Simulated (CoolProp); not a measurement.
R410A at 344.68 K and 7.63 MPa flows at 1.7 m/s in a round tube of 6 mm bore and 45 µm roughness, fully developed (64/Re and Nu = 3.66 if laminar; Colebrook and Gnielinski if turbulent). Each further row changes one setting.

Values from CoolProp's reference Helmholtz-energy equation of state, Lemmon 2003. It is a pseudo-pure fit of the blend.

```csv
case,Reynolds number,Darcy friction factor,pressure drop (Pa/m),heat-transfer coefficient (W/(m² K)),mass flow (kg/h)
as stated,116000,0.0351,7130,7990,146
velocity 3.4 m/s,232000,0.0348,28300,15900,292
diameter 12 mm,232000,0.0284,2880,6780,584
```

Viscosity comes from a separate model (Geller 2000). Thermal conductivity comes from a separate model (Geller 2001).
